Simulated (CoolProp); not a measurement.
The numbers come from the reference Helmholtz-energy equation of state, de Reuck 1993 in CoolProp.

Problem. Give the vapour pressure (bar), enthalpy of vaporisation (kJ/kg), liquid cp (kJ/(kg K)), liquid viscosity (µPa s) of saturated methanol at 371.1 K.

Solution. 
```
T (K)  p (bar)  enthalpy of vaporisation (kJ/kg)  liquid cp (kJ/(kg K))  liquid viscosity (µPa s)
-----  -------  --------------------------------  ---------------------  ------------------------
371.1     3.31                              1030                   3.15                       227
```

Viscosity comes from a separate model (Xiang 2006).
